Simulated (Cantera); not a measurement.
**Equilibrium for silicon epitaxy and polysilicon growth: SiHCl3 + H2**

Input: 1 mol SiHCl3, 8.9 mol H2, at 1625 K.

These are equilibrium values from Cantera (NASA tables, ideal gas, pure condensed phases), not measurements of a reactor. Candidate condensed phases: Si; 19 gas species. The tables' values for SiCl3, SiCl are old estimates; treat these amounts as uncertain. Rates play no part.

From 1.00 mbar to 2.00 bar the condensed part is Si(s). The main Si-bearing gas is SiCl2 throughout. The share of Si in condensed phases is highest at 2.00 bar (22.0 %) and lowest at 1.00 mbar (20.1 %).

```tsv
P (Pa)	x H2	x HCl	x SiCl2	x SiCl3	x SiHCl3	n Si(s)
100	0.796	0.128	0.0725	0.000392	4.76e-6	0.201
460	0.798	0.128	0.0721	0.000834	2.17e-5	0.203
2100	0.799	0.127	0.0710	0.00174	9.72e-5	0.204
9600	0.802	0.125	0.0685	0.00353	0.000421	0.207
44000	0.807	0.120	0.0626	0.00659	0.00169	0.212
200000	0.818	0.109	0.0508	0.0103	0.00566	0.220
```
x: gas mole fraction; n: condensed amount in mol.
